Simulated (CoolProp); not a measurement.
Aqueous propylene glycol as a coolant, at 37 °C, 1 atm.

Model: Melinder's fits for secondary coolants, in CoolProp.

```json
[
 {"mass %": "5", "freezing point (°C)": "-1.2", "Prandtl number": "5.65", "viscosity (mPa s)": "0.813", "cp (kJ/(kg K))": "4.136", "density (kg/m³)": "997.2"},
 {"mass %": "9", "freezing point (°C)": "-2.5", "Prandtl number": "6.58", "viscosity (mPa s)": "0.915", "cp (kJ/(kg K))": "4.105", "density (kg/m³)": "999.9"},
 {"mass %": "13.1", "freezing point (°C)": "-4.1", "Prandtl number": "7.66", "viscosity (mPa s)": "1.03", "cp (kJ/(kg K))": "4.073", "density (kg/m³)": "1003"},
 {"mass %": "17.2", "freezing point (°C)": "-5.8", "Prandtl number": "8.91", "viscosity (mPa s)": "1.16", "cp (kJ/(kg K))": "4.038", "density (kg/m³)": "1006"},
 {"mass %": "21.3", "freezing point (°C)": "-7.8", "Prandtl number": "10.4", "viscosity (mPa s)": "1.31", "cp (kJ/(kg K))": "4.000", "density (kg/m³)": "1009"},
 {"mass %": "25.4", "freezing point (°C)": "-10.0", "Prandtl number": "12.2", "viscosity (mPa s)": "1.48", "cp (kJ/(kg K))": "3.957", "density (kg/m³)": "1012"},
 {"mass %": "29.5", "freezing point (°C)": "-12.5", "Prandtl number": "14.3", "viscosity (mPa s)": "1.68", "cp (kJ/(kg K))": "3.909", "density (kg/m³)": "1015"},
 {"mass %": "33.5", "freezing point (°C)": "-15.2", "Prandtl number": "16.7", "viscosity (mPa s)": "1.91", "cp (kJ/(kg K))": "3.856", "density (kg/m³)": "1018"},
 {"mass %": "37.6", "freezing point (°C)": "-18.4", "Prandtl number": "19.6", "viscosity (mPa s)": "2.18", "cp (kJ/(kg K))": "3.798", "density (kg/m³)": "1020"},
 {"mass %": "41.7", "freezing point (°C)": "-22.2", "Prandtl number": "22.9", "viscosity (mPa s)": "2.48", "cp (kJ/(kg K))": "3.735", "density (kg/m³)": "1023"},
 {"mass %": "45.8", "freezing point (°C)": "-26.7", "Prandtl number": "26.8", "viscosity (mPa s)": "2.82", "cp (kJ/(kg K))": "3.667", "density (kg/m³)": "1025"}
]
```
